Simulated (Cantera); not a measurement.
A closed system holds: 1 mol HMDSO, 7.4 mol H₂O, 1.1 mol N₂, at 950 °C and 75.0 Torr.

These are equilibrium values from Cantera (NASA tables, ideal gas, pure condensed phases), not measurements of a reactor. Candidate condensed phases: C, C₆H₆, C₇H₈, C₈H₁₈, H₂O, Si, SiC, SiO₂, Si₂N₂O, Si₃N₄; 151 gas species. The feed counts by its element totals alone. The tables hold silica as quartz up to 1696 K and as liquid above; real silica turns to tridymite and cristobalite and melts near 1996 K. Equilibrium is a limit: real reactors are often held back by kinetics, nucleation or transport.

Base state: H₂ 0.748, CO 0.201, N₂ 0.0503, CH₄ 0.000745, H₂O 0.000302, CO₂ 5.54e-5, HCN 1.86e-5 (mole fractions); condensed: C(graphite) + SiO₂(β-quartz).

What changes in the equilibrium state with this change: H₂O from 7.4 to 14 mol?


```json
[
 {"species": "H₂", "before": "0.748", "after": "0.624"},
 {"species": "CO", "before": "0.201", "after": "0.173"},
 {"species": "H₂O", "before": "0.000302", "after": "0.140"},
 {"species": "CO₂", "before": "5.54e-5", "after": "0.0265"},
 {"species": "N₂", "before": "0.0503", "after": "0.0365"},
 {"species": "CH₄", "before": "0.000745", "after": "8.07e-7"},
 {"species": "HCN", "before": "1.86e-5", "after": "2.25e-8"},
 {"species": "C(graphite), mol", "before": "1.59", "after": "0"},
 {"species": "SiO₂(β-quartz), mol", "before": "2.00", "after": "2.00"}
]
```
Gases not in the tables: Si(OH)₄.

What changes in the equilibrium state with this change: HMDSO replaced by SiH₂Cl₂?


```json
[
 {"species": "H₂O", "before": "0.000302", "after": "0.514"},
 {"species": "HCl", "before": "0", "after": "0.190"},
 {"species": "H₂", "before": "0.748", "after": "0.190"},
 {"species": "CO", "before": "0.201", "after": "0"},
 {"species": "N₂", "before": "0.0503", "after": "0.105"},
 {"species": "CH₄", "before": "0.000745", "after": "0"},
 {"species": "CO₂", "before": "5.54e-5", "after": "0"},
 {"species": "HCN", "before": "1.86e-5", "after": "0"},
 {"species": "C(graphite), mol", "before": "1.59", "after": "0"},
 {"species": "SiO₂(β-quartz), mol", "before": "2.00", "after": "1.00"}
]
```
Gases not in the tables: Si(OH)₄. Further candidate phases: NH₄Cl.
